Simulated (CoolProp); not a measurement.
C2F6 (R116) at 271.53 K and 2.62 MPa flows at 0.074 m/s in a round tube of 6 mm bore and 45 µm roughness, fully developed (64/Re and Nu = 3.66 if laminar; Colebrook and Gnielinski if turbulent). Each further row changes one setting.

The numbers come from the reference Helmholtz-energy equation of state, Lemmon 2006 in CoolProp. It is a short technical equation, of lower accuracy than the large ones.

| case | Reynolds number | Darcy friction factor | pressure drop (Pa/m) | heat-transfer coefficient (W/(m² K)) | mass flow (kg/h) |
|---|---|---|---|---|---|
| as stated | 4450 | … | … | … | … |
| velocity 0.148 m/s | 8910 | 0.0411 | … | 497 | 17.8 |
| diameter 12 mm | 8910 | 0.0368 | … | 229 | … |

Question: Complete the blanks.

Answer: 
- as stated, Darcy friction factor: 0.0460
- as stated, pressure drop (Pa/m): 24.7
- as stated, heat-transfer coefficient (W/(m² K)): 236
- as stated, mass flow (kg/h): 8.88
- velocity 0.148 m/s, pressure drop (Pa/m): 88.5
- diameter 12 mm, pressure drop (Pa/m): 9.91
- diameter 12 mm, mass flow (kg/h): 35.5

Viscosity comes from a separate model (Huber 2003), an estimate that may be off by 10 % or more. Thermal conductivity comes from a separate model (Huber 2003), an estimate that may be off by 10 % or more.
